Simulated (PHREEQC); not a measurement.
Solution A (0.088 mol/kgw Cu(NO3)2, 0.058 mol/kgw HCl and 0.00024 mol/kgw NaCl) is mixed with solution B (0.0041 mol/kgw HF and 0.18 mol/kgw CsF) at 25 °C; shares are by mass of water, 1 kg in all. Oxygen alone is held at its pressure in air (log pO2 = -0.68). CO2 from the air is kept out. Precipitation was switched off in this run.

Equilibrium calculation in PHREEQC: ion-association model, wateq4f.dat.

**Question.** Predict pH, F- (mol/kgw), Cu+2 (mol/kgw) at share of solution B = 0.2, 0.6, 0.7, 0.9.

**Answer.** 
```csv
share of solution B,pH,F- (mol/kgw),Cu+2 (mol/kgw)
0.2,1.95,0.00260,0.0671
0.6,3.59,0.0700,0.0248
0.7,3.84,0.0943,0.0169
0.9,4.42,0.149,0.00469
```

Species that the database lacks are ignored. wateq4f.dat counts part of the HF as a dimer, H2F2, which phreeqc.dat doesn't know; its constant is uncertain.
